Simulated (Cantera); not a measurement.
Mixture: 2.06 % C3H8, 20.6 % O2, 77.4 % N2, at 1.00 bar, adiabatic and at constant pressure. Ignition delay is the time to a rise of 400 K.

Model: GRI-Mech 3.0 (53 species, 325 reactions), integrated in Cantera. GRI-Mech 3.0 was tuned for natural gas; its chemistry of propane as a main component is partial and can be far from experiment.

### Question
At T0 = 1750 K, what is the delay, and which 6 reactions control it most (d ln τ / d ln k, from doubling and halving each rate constant)?

### Answer
The delay is 16.3 µs.
```
reaction                       d ln τ / d ln k   faster rate
-----------------------------  ---------------  ------------
H + O2 <=> O + OH                        -0.36   shortens it
C2H5 + CH3 (+M) <=> C3H8 (+M)            -0.30   shortens it
CH3 + HO2 <=> CH3O + OH                  -0.13   shortens it
C3H8 + H <=> C3H7 + H2                    0.12  lengthens it
CH3 + OH <=> CH2(S) + H2O                -0.09   shortens it
C2H4 + OH <=> C2H3 + H2O                 -0.07   shortens it
```
